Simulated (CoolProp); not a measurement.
Vapour-liquid equilibrium of cis-2-butene (1) + ethanol (2) at 353.6 K; x and y are mole fractions of (1).

Computed with CoolProp (multi-fluid Helmholtz-energy mixture model, Lemmon 2005 and Schroeder 2014; pair parameters Bell 2016).

### Question
Give the bubble pressure and the first vapour's composition at x = 0.575, 0.875, 0.95. Is there an azeotrope?

### Answer
x = 0.575: 0.8166 MPa, y = 0.886; x = 0.875: 0.8943 MPa, y = 0.933; x = 0.95: 0.9226 MPa, y = 0.967. No azeotrope shows between x = 0.05 and 0.95.

The pair parameters rest on a limited set of measurements; away from them the model extrapolates. With so large a gap from Raoult's law the liquid may split in two, which this calculation doesn't test in full.
